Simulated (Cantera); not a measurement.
Input: 1 mol Si, 0.44 mol H2O, 130 mol N2, 0.03 mol CO2, held at 1.20 mbar.

Equilibrium computed with Cantera from the NASA thermochemical tables; the gas is ideal and each condensed phase is pure. Candidate condensed phases: C, C6H6, C7H8, C8H18, H2O, Si, SiC, SiO2, Si2N2O, Si3N4; 151 gas species. N2 is the only nitrogen source here; it is nearly inert below about 1500 K, so the nitride shown seldom forms there in practice. Mutual solubility and eutectic melting of coexisting phases are not modelled. Kinetics and transport are ignored.

x: gas mole fraction; n: condensed amount in mol.

```csv
T (K),x N2,x H2,x SiO,x CO,x H,n C(graphite),n Si2N2O(s),n Si3N4(s),n SiC(s)
900,0.997,0.00339,<1e-12,1.71e-10,1.96e-10,0.0300,0.500,0,0
975,0.997,0.00339,<1e-12,5.21e-9,1.92e-9,0.0300,0.500,0,0
1050,0.997,0.00339,<1e-12,9.68e-8,1.36e-8,0.0299,0.500,0,0
1125,0.997,0.00339,4.40e-11,1.21e-6,7.46e-8,0.0296,0.500,0.000105,0
1200,0.997,0.00338,___,___,___,0.0280,0.499,___,0
1275,0.997,0.00338,7.43e-8,7.44e-5,1.24e-6,0,0.490,0,0.0193
1350,0.996,0.00338,___,___,___,0,0.484,___,___
1425,0.996,0.00338,2.14e-5,0.000227,1.14e-5,0,0.468,0.0206,0
1500,0.996,0.00337,0.000246,0.000229,2.95e-5,0,0.438,0.0305,0
```

**Question.** Fill in the missing entries.

**Answer.** 
- 1350, x SiO: 1.42e-6
- 1350, x CO: 0.000125
- 1350, x H: 4.00e-6
- 1350, n Si3N4(s): 0.00650
- 1350, n SiC(s): 0.0131
- 1200, x SiO: 2.17e-9
- 1200, x CO: 1.09e-5
- 1200, x H: 3.31e-7
- 1200, n Si3N4(s): 0.000948
